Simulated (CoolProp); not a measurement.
Vapour-liquid equilibrium of R134a (1) + R142b (2) at -16.85 °C; x and y are mole fractions of (1).

Values from CoolProp's multi-fluid Helmholtz-energy mixture model, Tillner-Roth 1994 and Lemmon 2006; pair parameters Bell 2016.

Task: Give the bubble pressure and the first vapour's composition at x = 0.2, 0.5, 0.8. Is there an azeotrope?

Result: x = 0.2: 0.9393 bar, y = 0.366; x = 0.5: 1.197 bar, y = 0.671; x = 0.8: 1.402 bar, y = 0.874. No azeotrope shows between x = 0.05 and 0.95.

Pair parameters are fitted to limited data, so mixtures are less certain than the pure fluids.
